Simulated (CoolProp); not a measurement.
Dimethyl carbonate along the isobar 0.168 MPa: density (kg/m³) from the reference equation and from simpler models built on Tc = 283.9 °C, pc = 4.909 MPa, ω = 0.346; each cubic takes its own stable root.

The numbers come from the reference Helmholtz-energy equation of state, Zhou 2011 in CoolProp.

```csv
T (°C),phase,reference,van der Waals,Peng-Robinson
78.05,liquid,991.2,?,999.4
86.25,liquid,979.6,?,988.7
94.45,liquid,967.9,5.091,?
102.65,liquid,955.9,4.973,?
110.85,gas,4.940,4.860,4.942
119.05,gas,4.822,4.753,4.826
127.25,gas,?,4.650,4.716
135.55,gas,?,4.551,4.610
143.75,gas,?,?,4.511
151.95,gas,4.408,4.367,4.415
160.15,gas,4.317,4.280,4.324
```

What belongs in the gaps?


- 78.05, van der Waals: 5.345
- 86.25, van der Waals: 5.215
- 94.45, Peng-Robinson: 977.5
- 102.65, Peng-Robinson: 965.9
- 127.25, reference: 4.711
- 135.55, reference: 4.604
- 143.75, reference: 4.504
- 143.75, van der Waals: 4.457

At some of these states van der Waals gives the other phase, because its saturation line lies elsewhere.
